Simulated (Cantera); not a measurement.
Gas mixture: C₂H₄ = 0.16 (molar parts), at 760 Torr, frozen composition.

Cantera's kinetic-theory transport with the Lennard-Jones parameters of GRI-Mech 3.0, ideal gas; thermal conductivity in the multicomponent form. The composition is frozen, though it would react at the higher temperatures.

D: mixture-averaged diffusion coefficient of that species in the mixture.

| T (K) | ρ (kg/m³) | cp (J/kg/K) | μ (µPa s) | λ (mW/m/K) | Pr | D (cm²/s) CH₄ | D (cm²/s) H | D (cm²/s) C₂H₂ |
|---|---|---|---|---|---|---|---|---|
| 400 | 0.855 | 1877 | 13.3 | 33.5 | 0.748 | 0.291 | (withheld) | 0.215 |
| 650 | 0.526 | 2664 | 20.4 | 72.4 | 0.750 | 0.697 | (withheld) | 0.525 |
| 900 | 0.380 | 3167 | 26.3 | 111 | 0.749 | 1.23 | (withheld) | 0.932 |
| 1150 | 0.297 | 3563 | 31.5 | 150 | 0.748 | 1.86 | (withheld) | 1.42 |
| 1400 | 0.244 | 3836 | 36.2 | 186 | 0.746 | 2.59 | (withheld) | 1.99 |
| 1650 | 0.207 | 4034 | 40.5 | 219 | 0.745 | 3.42 | (withheld) | 2.62 |
| 1900 | 0.180 | 4178 | 44.5 | 250 | 0.744 | 4.33 | (withheld) | 3.32 |

**Question.** Some entries are withheld; supply them.

**Answer.** 
- 400, D (cm²/s) H: 1.54
- 650, D (cm²/s) H: 3.69
- 900, D (cm²/s) H: 6.50
- 1150, D (cm²/s) H: 9.88
- 1400, D (cm²/s) H: 13.8
- 1650, D (cm²/s) H: 18.1
- 1900, D (cm²/s) H: 23.0
